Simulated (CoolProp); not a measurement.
Isohexane at 293.15 K and 17.5 MPa is throttled through a valve to 1.74 MPa with no heat exchange. Each further row changes one setting.

Model: reference Helmholtz-energy equation of state, Lemmon 2006, in CoolProp. It is a short technical equation, of lower accuracy than the large ones.

```
case                       temperature change (K)  final density (kg/m³)
-------------------------  ----------------------  ---------------------
as stated                                    +6.7                    649
outlet pressure 0.522 MPa                    +7.2                    647
outlet pressure 2.26 MPa                     +6.5                    650
```
